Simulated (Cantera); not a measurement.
Equilibrium for silicon etching in halogen gases: Si + NF3 + H2

Charge: 1 mol Si, a varied amount of NF3, 69 mol H2, equilibrated at 800 K and 0.133 bar.

These are equilibrium values from Cantera (NASA tables, ideal gas, pure condensed phases), not measurements of a reactor. Candidate condensed phases: Si, Si3N4; 37 gas species. Kinetics and transport are ignored.

| n(NF3) (mol) | log p H2 | log p HF | log p N2 | log p SiF4 | log p NH3 | log p SiHF3 | log p H2F2 | n Si3N4(s) |
|---|---|---|---|---|---|---|---|---|
| 0.81 | -0.88 | -5.52 | -3.56 | -2.94 | -5.63 | -5.75 | <-12 | 0.131 |
| 1.4 | -0.89 | -3.42 | -2.88 | -2.73 | -5.30 | -7.64 | -10.87 | 0 |
| 2.1 | -0.90 | -2.37 | -2.71 | -2.73 | -5.23 | -8.72 | -8.76 | 0 |
| 2.7 | -0.92 | -2.13 | -2.61 | -2.74 | -5.20 | -8.98 | -8.28 | 0 |
| 3.4 | -0.93 | -1.96 | -2.52 | -2.75 | -5.18 | -9.18 | -7.93 | 0 |
| 4 | -0.94 | -1.85 | -2.46 | -2.76 | -5.17 | -9.30 | -7.73 | 0 |
| 4.6 | -0.96 | -1.77 | -2.40 | -2.76 | -5.16 | -9.40 | -7.56 | 0 |
| 5.3 | -0.97 | -1.69 | -2.35 | -2.77 | -5.15 | -9.50 | -7.41 | 0 |
| 5.9 | -0.98 | -1.64 | -2.31 | -2.78 | -5.15 | -9.57 | -7.30 | 0 |
log p: log10 of the partial pressure in bar; n: condensed amount in mol.

At 0.81 mol NF3 the condensed part is Si3N4(s). From 1.4 mol NF3 to 5.9 mol NF3 nothing is condensed. The main Si-bearing gas is SiF4 throughout.
